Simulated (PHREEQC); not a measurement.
# Copper plating or etch bath

A solution holds 0.008 mol Cu(BF4)2 and 0.00023 mol H2SO4 per kg of water, at 40 °C. Closed to the air; pH follows from the charge balance.

Equilibrium calculation in PHREEQC: ion-association model, wateq4f.dat.

This is a speciation only: nothing precipitates in the calculation.

Q: What pH, ionic strength does the model give?

A: pH 2.86; ionic strength 0.0251 mol/kgw.

Q: In which forms is B present?

A: BF4- 80 %, H3BO3 9.5 %, BF3OH- 7.2 %, BF2(OH)2- 3.1 % of the B.

Complexes and solids missing from the database can't appear. At this temperature some constants are extrapolated from 25 °C, and those without enthalpy data are left unchanged. Real BF4- forms and hydrolyses slowly; the run takes it at equilibrium.
